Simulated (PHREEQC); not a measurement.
Copper plating or etch bath: speciation

Solution (25 °C): 3.9 mmol/kgw CuCl2, 0.17 mmol/kgw HBF4 and 8.7 mmol/kgw KCl. Closed to the air; pH follows from the charge balance.

Computed with PHREEQC (ion-association model, phreeqc.dat).

Each row changes one thing in this solution. Precipitation was switched off in this run.

```tsv
case	pH	ionic strength (mol/kgw)	F- (mol/kgw)	HF (mol/kgw)	SI of Sylvite (KCl)
as made	3.40	0.0206	0.000434	0.000226	-4.87
CuCl2 left out	3.40	0.00914	___	0.000239	-5.11
diluted 5-fold with water	3.96	0.00419	0.000117	1.80e-5	-6.20
HBF4 from 0.00017 to 8.5e-05 mol/kgw	3.63	0.0204	0.000253	7.65e-5	-4.87
KCl from 0.0087 to 0.087 mol/kgw	3.41	___	0.000463	0.000203	-3.22
CuCl2 from 0.0039 to 0.00429 mol/kgw	3.40	0.0218	0.000434	0.000225	-4.85
0.0095 mol/kgw HF added	2.63	0.0227	0.00233	0.00698	-4.88
diluted 100-fold with water	5.17	0.000211	6.73e-6	6.66e-8	-8.76
KCl replaced by KHSO4 at the same molality	2.23	0.0296	7.99e-5	0.000596	-5.22
```

Problem. Fill in the missing entries.

Solution. 
- CuCl2 left out, F- (mol/kgw): 0.000439
- KCl from 0.0087 to 0.087 mol/kgw, ionic strength (mol/kgw): 0.0984

Real BF4- forms and hydrolyses slowly; the run takes it at equilibrium.
